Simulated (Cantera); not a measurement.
A Cantera script and its output.

```python
import numpy as np
import cantera as ct

gas = ct.Solution("h2o2.yaml")
gas.TPX = 1100, 34000, {'H2': 0.57, 'O2': 0.75, 'N2': 4.6}
reactor = ct.IdealGasConstPressureReactor(gas, energy="off", clone=False)
net = ct.ReactorNet([reactor])
net.rtol, net.atol = 1e-08, 1e-18
show = ['H2', 'O2', 'H2O2', 'H', 'O', 'OH']
times = np.geomspace(3e-05, 7, 11)

steps = ct.SolutionArray(gas, extra=["t"])
rows = []
print(f"{'t/s':>10s}{'T/K':>9s}{'P/Pa':>11s}" + "".join(f"{s:>11s}" for s in show))
for t in times:
    while net.time < t:
        t_next = net.step()
        steps.append(gas.state, t=t_next)
    rows.append([np.interp(t, steps.t, y) for y in (steps.T, steps.P, *steps(*show).X.T)])
    print(f"{t:10.3e}{rows[-1][0]:9.1f}{rows[-1][1]:11.4g}" + "".join(f"{x:11.3e}" for x in rows[-1][2:]))
rate = np.gradient(steps.T, steps.t)
print("integrator steps:", len(steps.t))
if steps.T.max() > steps.T[0] + 200:
    print(f"time of steepest temperature rise: {steps.t[rate.argmax()]:.4e} s")
gas.TPX = 1100, 34000, {'H2': 0.57, 'O2': 0.75, 'N2': 4.6}
gas.equilibrate("TP")
print(f"equilibrium (TP): T = {gas.T:.1f} K  " + "  ".join(f"{s} {gas[s].X[0]:.3e}" for s in show))
```

It prints:

```
       t/s      T/K       P/Pa         H2         O2       H2O2          H          O         OH
 3.000e-05   1100.0    3.4e+04  9.628e-02  1.267e-01  1.367e-12  1.859e-09  4.361e-10  2.050e-10
 1.033e-04   1100.0    3.4e+04  9.628e-02  1.267e-01  3.613e-11  1.063e-07  2.745e-08  1.247e-08
 3.554e-04   1100.0    3.4e+04  5.042e-02  1.061e-01  1.720e-06  1.921e-02  4.725e-03  2.166e-03
 1.223e-03   1100.0    3.4e+04  7.210e-04  8.263e-02  2.095e-06  1.181e-04  2.587e-04  3.285e-04
 4.210e-03   1100.0    3.4e+04  7.569e-05  8.252e-02  6.056e-07  2.281e-06  1.821e-05  7.775e-05
 1.449e-02   1100.0    3.4e+04  6.541e-06  8.251e-02  1.399e-07  8.656e-08  2.068e-06  2.856e-05
 4.988e-02   1100.0    3.4e+04  4.044e-07  8.252e-02  3.075e-08  4.436e-09  3.233e-07  1.163e-05
 1.717e-01   1100.0    3.4e+04  4.464e-08  8.252e-02  7.591e-09  4.128e-10  7.006e-08  5.400e-06
 5.909e-01   1100.0    3.4e+04  9.965e-09  8.252e-02  2.101e-09  5.426e-11  1.823e-08  2.743e-06
 2.034e+00   1100.0    3.4e+04  2.744e-09  8.252e-02  6.222e-10  8.464e-12  5.214e-09  1.464e-06
 7.000e+00   1100.0    3.4e+04  1.047e-09  8.252e-02  2.231e-10  1.981e-12  1.825e-09  8.645e-07
integrator steps: 1736
equilibrium (TP): T = 1100.0 K  H2 8.011e-10  O2 8.252e-02  H2O2 1.531e-10  H 1.263e-12  O 1.237e-09  OH 7.113e-07
```

Model: the H2/O2 subset of GRI-Mech 3.0, which has no nitrogen chemistry, integrated in Cantera. The temperature is held fixed by assumption; the heat of reaction is taken as removed at once.
